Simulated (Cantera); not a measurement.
Input: 1 mol CH₃Cl, 2 mol H₂, held at 1375 °C and 10000 Pa.

Cantera equilibrium calculation (NASA polynomials, part measured and part estimated; ideal gas, pure solids and liquids). Candidate condensed phases: C, C₆H₆, C₇H₈, C₈H₁₈; 91 gas species. The numbers say what is thermodynamically allowed, not how fast it happens.

Base state: H₂ 0.750, HCl 0.250, H 0.000244, CH₄ 7.52e-5, Cl 6.38e-5, C₂H₂ (acetylene) 3.36e-5 (mole fractions); condensed: C(graphite).

Problem. What changes in the equilibrium state with this change: CH₃Cl replaced by CF₄?

Solution. 
```json
[
 {"species": "HF", "before": "0", "after": "1.000"},
 {"species": "H₂", "before": "0.750", "after": "1.53e-5"},
 {"species": "H", "before": "0.000244", "after": "1.10e-6"},
 {"species": "HCl", "before": "0.250", "after": "0"},
 {"species": "CH₄", "before": "7.52e-5", "after": "<1e-9"},
 {"species": "Cl", "before": "6.38e-5", "after": "0"},
 {"species": "C(graphite), mol", "before": "0.999", "after": "1.000"}
]
```
